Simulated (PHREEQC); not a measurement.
Make-up at 20 °C: 0.062 mol/kgw Ca(NO3)2. Closed to the air; pH follows from the charge balance.

All values are PHREEQC results (ion-association model, phreeqc.dat), not measurements.

This is a speciation only: nothing precipitates in the calculation.

**Question.** Estimate the specific conductance, density.

**Answer.** specific conductance 10400 µS/cm; density 1.006 g/cm³.
